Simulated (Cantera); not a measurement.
Cantera run:

```python
import numpy as np
import cantera as ct

gas_names = """
    Fe FeO Fe(OH)2 H HO2 H2 H2O H2O2 H2S H2SO4 O OH O2 O3 S SH SO SO2 SO3 S2 S2O S8
""".split()
cond_names = """
    Fe(a) Fe(c) Fe(d) Fe(L) FeO(s) FeO(L) Fe(OH)2(s) Fe(OH)3(s) FeS(a) FeS(b) FeS(c) FeS(L) FeSO4(s)
    FeS2(s) Fe2O3(s) Fe2S3O12(s) Fe3O4(s) H2O(s) H2O(L) H2SO4(L) S(cr1) S(cr2) S(L)
""".split()


def load(file, names, dense=False):
    # The tables refer to 1 bar. Condensed volumes are neglected.
    table = {s.name: s for s in ct.Species.list_from_file(file)}
    out = []
    for n in names:
        d = dict(table[n].input_data)
        d["thermo"] = dict(d["thermo"], **{"reference-pressure": 1e5})
        if dense:
            d["equation-of-state"] = {"model": "constant-volume", "density": "1e6 g/cm^3"}
        out.append(ct.Species.from_dict(d))
    return out


gas = ct.Solution(thermo="ideal-gas", species=load("nasa_gas.yaml", gas_names))
cond = {s.name: ct.Solution(thermo="fixed-stoichiometry", species=[s], name=s.name)
        for s in load("nasa_condensed.yaml", cond_names, dense=True)}
atoms = {
    'Fe2O3': {'Fe': 2, 'O': 3},
    'H2S': {'H': 2, 'S': 1},
    'O2': {'O': 2},
}
top_T = {'FeSO4(s)': 950, 'FeS2(s)': 1010, 'Fe2O3(s)': 1830, 'Fe2S3O12(s)': 1100, 'Fe3O4(s)': 1870}  # K; cautious upper limits of use, not melting points


def equilibrate(T, P, feed):
    n = {}
    for name, mol in feed.items():
        for a, k in atoms[name].items():
            n[a] = n.get(a, 0.0) + k * mol
    gas.TPX = T, P, n
    mass = sum(n.values()) * gas.mean_molecular_weight
    gas.equilibrate("TP")
    valid = [c for c in cond.values() if c.min_temp <= T <= top_T.get(c.name, c.max_temp)]
    mix = ct.Mixture([(gas, mass / gas.mean_molecular_weight)] + [(c, 0.0) for c in valid])
    mix.T, mix.P = T, P
    mix.equilibrate("TP", solver="vcs", rtol=1e-11, max_steps=5000)
    return mix


results = []
feed = {'Fe2O3': 1, 'H2S': 0.078, 'O2': 0.067}  # mol
T = 1425  # K
P = 270000  # Pa
mix = equilibrate(T, P, feed)
results.append((T, P, feed, dict(zip(mix.species_names, mix.species_moles))))
print(gas.report(threshold=1e-05))
for i in range(1, mix.n_phases):
    print(f"{mix.phase(i).name:16s} {mix.phase_moles(i):12.5e} mol")
```

Output:

```
       temperature   1425 K
          pressure   2.7e+05 Pa
           density   0.93537 kg/m^3
  mean mol. weight   41.046 kg/kmol
   phase of matter   gas

                          1 kg             1 kmol
                     ---------------   ---------------
          enthalpy       -5.3089e+06       -2.1791e+08  J
   internal energy       -5.5976e+06       -2.2976e+08  J
           entropy            6930.2        2.8446e+05  J/K
    Gibbs function       -1.5184e+07       -6.2326e+08  J
 heat capacity c_p            1257.6             51620  J/K
 heat capacity c_v            1055.1             43306  J/K

                      mass frac. Y      mole frac. X     chem. pot. / RT
                     ---------------   ---------------   ---------------
                H2        5.9445e-07        1.2103e-05           -28.783
               H2O           0.21938           0.49984           -46.197
                OH        5.4036e-06        1.3042e-05           -31.805
                O2        0.00021352        0.00027389           -34.827
               SO2           0.77892            0.4991           -58.995
               SO3         0.0014815        0.00075956           -76.409
     [  +16 minor]        3.4037e-06        2.4038e-06

Fe(c)             0.00000e+00 mol
FeO(s)            0.00000e+00 mol
Fe(OH)2(s)        0.00000e+00 mol
Fe(OH)3(s)        0.00000e+00 mol
FeS(c)            0.00000e+00 mol
Fe2O3(s)          6.99391e-01 mol
Fe3O4(s)          2.00406e-01 mol
S(L)              0.00000e+00 mol
```

Method: chemical equilibrium by Gibbs-energy minimisation in Cantera with the NASA 1993 tables (ideal gas, pure condensed phases). Mutual solubility and eutectic melting of coexisting phases are not modelled.
